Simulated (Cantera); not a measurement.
An isothermal, constant-pressure homogeneous reactor starts with CO : O2 : H2O : N2 = 0.02 : 0.005 : 0.00031 : 1 (molar parts), equivalence ratio 2.0, at 1050 K and 6.90 bar. Integrator tolerance rtol = 1e-08.

Detailed kinetics in Cantera: GRI-Mech 3.0 (53 species, 325 reactions).

What does this change do: H2O 0.00031 to 3.6e-05 parts?


```tsv
quantity	before	after
x(CO) at 300 s	0.00974 (gas-phase equilibrium 0.00964)	0.00980 (gas-phase equilibrium 0.00978)
x(O2) at 300 s	<1e-12 (gas-phase equilibrium <1e-12)	7.56e-9 (gas-phase equilibrium <1e-12)
x(H2O) at 300 s	0.000241 (gas-phase equilibrium 0.000142)	3.09e-5 (gas-phase equilibrium 1.62e-5)
x(H2) at 300 s	6.32e-5 (gas-phase equilibrium 0.000162)	4.41e-6 (gas-phase equilibrium 1.91e-5)
x(H) at 300 s	1.65e-10 (gas-phase equilibrium 3.95e-11)	3.70e-10 (gas-phase equilibrium 1.36e-11)
```

What does this change do: O2 0.005 to 0.036 parts?


```
quantity                                            before                                      after
---------------  -----------------------------------------  -----------------------------------------
x(CO) at 300 s     0.00974 (gas-phase equilibrium 0.00964)  1.43e-11 (gas-phase equilibrium 1.43e-11)
x(O2) at 300 s       <1e-12 (gas-phase equilibrium <1e-12)      0.0248 (gas-phase equilibrium 0.0248)
x(H2O) at 300 s  0.000241 (gas-phase equilibrium 0.000142)  0.000296 (gas-phase equilibrium 0.000296)
x(H2) at 300 s    6.32e-5 (gas-phase equilibrium 0.000162)      <1e-12 (gas-phase equilibrium <1e-12)
x(H) at 300 s    1.65e-10 (gas-phase equilibrium 3.95e-11)      <1e-12 (gas-phase equilibrium <1e-12)
```
